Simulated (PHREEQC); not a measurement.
Make-up at 93 °C: 6.4 mmol/kgw ZnSO4, 2 mmol/kgw KCl and 27 mmol/kgw FeSO4. Closed to the air; pH follows from the charge balance.

Model: ion-association model, wateq4f.dat, run in PHREEQC.

```
quantity                    before     after
------------------------  --------  --------
pH                            5.18      5.58
ionic strength (mol/kgw)    0.0655   0.00123
SO4-2 (mol/kgw)             0.0156  0.000304
Cl- (mol/kgw)              0.00191   2.00e-5
K+ (mol/kgw)               0.00181   1.99e-5
KSO4- (mol/kgw)           0.000191   9.32e-8
```

Task: What was changed between the two runs?
(A) diluted 100-fold with water
(B) ZnSO4 left out
(C) 0.0082 mol/kgw CsI added
(D) FeSO4 replaced by NiSO4 at the same molality

Result: A, diluted 100-fold with water

No solid was allowed to form. At this temperature some constants are extrapolated from 25 °C, and those without enthalpy data are left unchanged.
